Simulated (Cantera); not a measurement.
A freely propagating, adiabatic, planar premixed flame of 20.7 % H2, 16.7 % O2, 62.7 % N2, equivalence ratio 0.62, unburnt at 573 K and 9.87 atm; mixture-averaged transport, grid criteria slope 0.08 and curve 0.16, no radiation.

Computed with Cantera and the H2/O2 subset of GRI-Mech 3.0, which has no nitrogen chemistry. The hydrogen kinetics of GRI-Mech 3.0 are dated; newer H2 mechanisms differ, most at raised pressure. Burning velocities carry a grid error of a few per cent, more on coarse grids. Lean hydrogen flames are cellular in practice and burn faster than this planar one.

x: mole fraction of selected species; z is measured from the peak of heat release.

| z (mm) | T (K) | u (m/s) | x H2 | x O2 | x OH | x H2O | x H2O2 | x O |
|---|---|---|---|---|---|---|---|---|
| -0.106 | 574 | 1.39 | 0.202 | 0.168 | <1e-8 | 6.91e-5 | 1.99e-7 | <1e-8 |
| -0.0703 | 578 | 1.38 | 0.193 | 0.169 | <1e-8 | 0.000489 | 1.72e-6 | <1e-8 |
| -0.0528 | 586 | 1.39 | 0.182 | 0.171 | <1e-8 | 0.00143 | 5.70e-6 | <1e-8 |
| -0.0352 | 628 | 1.45 | 0.157 | 0.175 | <1e-8 | 0.00720 | 3.66e-5 | 8.05e-8 |
| -0.0176 | 870 | 1.93 | 0.104 | 0.167 | 2.45e-5 | 0.0440 | 0.000246 | 1.46e-5 |
| -0.00879 | 1191 | 2.61 | 0.0680 | 0.146 | 0.000476 | 0.0924 | 0.000242 | 0.000276 |
| 0 | 1530 | 3.33 | 0.0355 | 0.116 | 0.00224 | 0.148 | 2.08e-5 | 0.00141 |
| 0.00879 | 1749 | 3.81 | (withheld) | (withheld) | (withheld) | (withheld) | (withheld) | 0.00237 |
| 0.0176 | 1867 | 4.07 | (withheld) | 0.0834 | 0.00624 | 0.200 | (withheld) | 0.00237 |
| 0.0352 | 1967 | 4.28 | 0.00270 | 0.0780 | 0.00589 | 0.211 | 2.05e-6 | 0.00143 |
| 0.0703 | 2018 | 4.38 | 0.000794 | 0.0771 | 0.00381 | 0.216 | 1.05e-6 | 0.000494 |
| 0.141 | 2035 | 4.41 | 0.000219 | 0.0773 | 0.00223 | 0.218 | 5.50e-7 | 0.000157 |
| 0.281 | 2039 | 4.42 | 0.000108 | 0.0774 | 0.00168 | 0.219 | 4.21e-7 | 8.74e-5 |

Q: Some entries are withheld; supply them.

A: 
- 0.00879, x H2: 0.0159
- 0.00879, x O2: 0.0937
- 0.00879, x OH: 0.00482
- 0.00879, x H2O: 0.183
- 0.00879, x H2O2: 4.98e-6
- 0.0176, x H2: 0.00759
- 0.0176, x H2O2: 3.40e-6
